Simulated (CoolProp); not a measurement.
Vapour-liquid equilibrium of R143a (1) + propane (2) at 10.9 bar; x and y are mole fractions of (1).

The numbers come from the multi-fluid Helmholtz-energy mixture model, Lemmon and Jacobsen 2000 and Lemmon 2009; pair parameters Bell 2016 in CoolProp.

Task: Give the bubble temperature and the first vapour's composition at x = 0.05, 0.45, 0.75. Is there an azeotrope?

Result: x = 0.05: 25.9 °C, y = 0.127; x = 0.45: 14.2 °C, y = 0.519; x = 0.75: 14.2 °C, y = 0.704. y crosses x between x = 0.55 and 0.65: the model has an azeotrope there.

Pair parameters are fitted to limited data, so mixtures are less certain than the pure fluids.
